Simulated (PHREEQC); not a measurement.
Solution (25 °C): 0.0089 mol/kgw LiOH, 0.013 mol/kgw CO2 and 0.00049 mol/kgw Na2CO3. Closed to the air; pH follows from the charge balance.

All values are PHREEQC results (ion-association model, phreeqc.dat), not measurements.

```tsv
quantity	before	after
pH	6.74	6.65
ionic strength (mol/kgw)	0.00988	0.00890
HCO3- (mol/kgw)	0.00987	0.00890
CO2 (mol/kgw)	0.00361	0.00410
CO3-2 (mol/kgw)	3.46e-6	2.45e-6
(CO2)2 (mol/kgw)	2.40e-7	3.09e-7
```

Q: Name the change that produced these shifts.
A) temperature from 25 to 5 °C
B) diluted 10-fold with water
C) Na2CO3 left out
D) temperature from 25 to 65 °C
E) LiOH left out

A: C, Na2CO3 left out

This is a speciation only: nothing precipitates in the calculation.
